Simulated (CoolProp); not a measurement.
Hydrogen chloride at 293.15 K and 3.02 MPa is compressed adiabatically to 6.36 MPa with isentropic efficiency 0.9. Each further row changes one setting.

The numbers come from the reference Helmholtz-energy equation of state, Thol 2018 in CoolProp.

| case | work (kJ/kg) | final temperature (K) | final density (kg/m³) |
|---|---|---|---|
| as stated | ? | 365.1 | 97.2 |
| efficiency 1 | 42.9 | 361.5 | ? |
| efficiency 0.65 | ? | ? | 89.9 |

Complete the blanks.


- as stated, work (kJ/kg): 47.7
- efficiency 1, final density (kg/m³): 99.3
- efficiency 0.65, work (kJ/kg): 66.0
- efficiency 0.65, final temperature (K): 379.9
